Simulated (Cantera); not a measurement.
A closed system holds: 1 mol HMDSO, 0.38 mol O2, 0.37 mol H2, equilibrated at 650 K and 25.0 Pa.

Method: chemical equilibrium by Gibbs-energy minimisation in Cantera with the NASA 1993 tables (ideal gas, pure condensed phases). Candidate condensed phases: C, C6H6, C7H8, C8H18, H2O, Si, SiC, SiO2; 123 gas species. The feed counts by its element totals alone. The numbers say what is thermodynamically allowed, not how fast it happens.

Base state: H2 0.994, CH4 0.00642 (mole fractions); condensed: C(graphite) + SiC(s) + SiO2(α-quartz).

### Question
What changes in the equilibrium state with this change: temperature from 650 K to 1298 K?

### Answer
```csv
species,before,after
H2,0.994,0.842
CO,<1e-9,0.158
SiO,<1e-9,0.000116
CH4,0.00642,1.41e-6
H,<1e-9,6.22e-5
"C(graphite), mol",4.82,2.24
"SiC(s), mol",1.12,2.00
"SiO2(α-quartz), mol",0.880,0
```

### Question
What changes in the equilibrium state with this change: pressure from 25.0 Pa to 20000 Pa?

### Answer
| species | before | after |
|---|---|---|
| CH4 | 0.00642 | 0.647 |
| H2 | 0.994 | 0.353 |
| C(graphite), mol | 4.82 | 1.20 |
| SiC(s), mol | 1.12 | 1.12 |
| SiO2(α-quartz), mol | 0.880 | 0.880 |
